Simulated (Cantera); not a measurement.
Reactions in the system Cl-O-Ti

Source: NASA polynomial tables (part measured, part estimated), evaluated in Cantera. Values are per mole of reaction as written; species without (g) are pure solids or liquids, kept so even where they would boil at 1 bar.

4 Cl(g) + 2 TiO(g) = TiO2 + TiCl4(g)

| T (K) | ΔH° (kJ) | ΔS° (J/K) | ΔG° (kJ) | log10 K |
|---|---|---|---|---|
| 300 | -2301.9 | -722.5 | -2085.2 | 363.06 |
| 675 | -2299.1 | -717.1 | -1815.1 | 140.46 |
| 775 | -2297.8 | -715.3 | -1743.5 | 117.51 |
| 875 | -2296.3 | -713.5 | -1672.0 | 99.81 |
| 975 | -2294.7 | -711.7 | -1600.8 | 85.76 |
| 1075 | -2292.9 | -710.0 | -1529.7 | 74.33 |
| 1175 | -2291.1 | -708.4 | -1458.8 | 64.85 |
| 1275 | -2289.2 | -706.8 | -1388.0 | 56.86 |
| 1375 | -2287.1 | -705.3 | -1317.4 | 50.05 |
| 1475 | -2285.0 | -703.8 | -1246.9 | 44.16 |
